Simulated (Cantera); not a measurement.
Input: 1 mol Si2Cl6, 260 mol H2, held at 923 K and 40000 Pa.

Cantera equilibrium calculation (NASA polynomials, part measured and part estimated; ideal gas, pure solids and liquids). Candidate condensed phases: Si; 19 gas species. The feed counts by its element totals alone. The tables' values for SiCl3 are old estimates; treat these amounts as uncertain. The numbers say what is thermodynamically allowed, not how fast it happens.

Base state: H2 0.991, SiHCl3 0.00301, HCl 0.00297, SiCl4 0.00253, SiH2Cl2 0.000350, SiCl3 2.84e-5, SiCl2 1.28e-5, SiH3Cl 1.00e-5 (mole fractions); condensed: Si(s).

What changes in the equilibrium state with this change: H2 from 260 to 3.4 mol?


| species | before | after |
|---|---|---|
| H2 | 0.991 | 0.662 |
| SiCl4 | 0.00253 | 0.250 |
| SiHCl3 | 0.00301 | 0.0770 |
| SiCl3 | 2.84e-5 | 0.000890 |
| SiCl2 | 1.28e-5 | 0.000127 |
| Si(s), mol | 0.446 | 0.410 |
